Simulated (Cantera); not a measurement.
## Si₃N₄ + H₂ + Si (sublimation and decomposition of ceramics)

Feed: 1 mol Si₃N₄, 4.5 mol H₂, a varied amount of Si, at 1850 °C and 57.0 Pa.

These are equilibrium values from Cantera (NASA tables, ideal gas, pure condensed phases), not measurements of a reactor. Candidate condensed phases: Si, Si₃N₄; 18 gas species. The tables' values for SiN are old estimates; treat these amounts as uncertain. Gases not in the tables: Si₂H₆ and higher silanes. Rates play no part.

From 0.041 mol Si to 0.15 mol Si nothing is condensed. From 0.18 mol Si to 0.26 mol Si the condensed part is Si(l). The main Si-bearing gas is Si throughout.

```csv
n(Si) (mol),x H₂,x Si,x N₂,x H,n Si(l)
0.041,0.404,0.292,0.201,0.0956,0
0.069,0.403,0.293,0.200,0.0954,0
0.096,0.402,0.295,0.200,0.0953,0
0.12,0.401,0.297,0.199,0.0952,0
0.15,0.399,0.299,0.198,0.0950,0
0.18,0.399,0.299,0.198,0.0950,0.0263
0.21,0.399,0.299,0.198,0.0950,0.0563
0.23,0.399,0.299,0.198,0.0950,0.0763
0.26,0.399,0.299,0.198,0.0950,0.106
```
x: gas mole fraction; n: condensed amount in mol.
